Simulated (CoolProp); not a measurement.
Vapour-liquid equilibrium of CHF3 (R23) (1) + propylene (2) at 266.1 K; x and y are mole fractions of (1).

The numbers come from the multi-fluid Helmholtz-energy mixture model, Penoncello 2003 and Lemmon 2013; pair parameters Bell 2016 in CoolProp.

```
x     bubble pressure (MPa)  y at the bubble point  dew pressure at overall composition x (MPa)  liquid density (mol/L)
----  ---------------------  ---------------------  -------------------------------------------  ----------------------
0.05                 0.6513                    ___                                       0.4951                   13.30
0.2                   1.081                  0.587                                       0.5868                   13.51
0.35                    ___                  0.698                                       0.7172                   13.72
0.5                   1.585                    ___                                       0.9148                   13.94
0.65                  1.751                  0.816                                        1.236                     ___
0.8                   1.897                  0.876                                        1.704                   14.61
0.95                  2.022                    ___                                          ___                     ___
```

### Question
Some entries are withheld; supply them.

### Answer

- 0.05, y at the bubble point: 0.281
- 0.35, bubble pressure (MPa): 1.376
- 0.5, y at the bubble point: 0.763
- 0.65, liquid density (mol/L): 14.21
- 0.95, y at the bubble point: 0.961
- 0.95, dew pressure at overall composition x (MPa): 2.010
- 0.95, liquid density (mol/L): 15.23

No azeotrope shows between x = 0.05 and 0.95.

Pair parameters are fitted to limited data, so mixtures are less certain than the pure fluids.
